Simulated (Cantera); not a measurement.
Feed: 1 mol (CH3)2SiCl2, 1.1 mol C2H4, 39 mol H2, held at 23.0 mbar.

Cantera equilibrium calculation (NASA polynomials, part measured and part estimated; ideal gas, pure solids and liquids). Candidate condensed phases: C, C6H6, C7H8, C8H18, Si, SiC; 109 gas species. The feed counts by its element totals alone. The tables' values for SiCl are old estimates; treat these amounts as uncertain. The numbers say what is thermodynamically allowed, not how fast it happens. All values below are at 1775 °C.

Base state: H2 0.941, HCl 0.0428, H 0.0143, C2H2 (acetylene) 0.000986, Cl 0.000483, SiCl2 0.000288, Si 0.000214, SiCl 3.40e-5 (mole fractions); condensed: C(graphite) + SiC(s).

Task: What changes in the equilibrium state with this change: H2 from 39 to 5.4 mol?

Result: 
```
species             before     after
----------------  --------  --------
H2                   0.941     0.819
HCl                 0.0428     0.160
H                   0.0143    0.0134
SiCl2             0.000288   0.00460
SiCl3              3.76e-7   2.40e-5
SiCl               3.40e-5  0.000136
Cl                0.000483   0.00193
C2H2 (acetylene)  0.000986  0.000859
C(graphite), mol      3.14      3.24
SiC(s), mol          0.973     0.941
```
The tables' values for SiCl, SiCl3 are old estimates; treat these amounts as uncertain.
